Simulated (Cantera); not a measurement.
An isothermal, constant-pressure homogeneous reactor starts with C2H6 : H2 = 1 : 2.1 (molar parts), at 1575 K and 0.340 bar.

Computed with Cantera and GRI-Mech 3.0 (53 species, 325 reactions). GRI-Mech 3.0 stops at C3 and has no aromatics, soot or wall deposition, so with more carbon than oxygen in the feed, carbon stays in small species such as C2H2 where larger ones or solid carbon would form.

One state of this run: x C2H6 = 3.62e-5; x H2 = 0.720; x CH2 = 9.82e-9; x C2H2 = 0.155; x CH3 = 0.000165; x H = 4.96e-5; x C2H = 3.13e-8. x: mole fraction; the columns are a selection and need not sum to one.

**Question.** Which value of t (s) does it belong to?
(A) 6.32
(B) 0.00632
(C) 20.0
(D) 0.200

**Answer.** D, 0.200
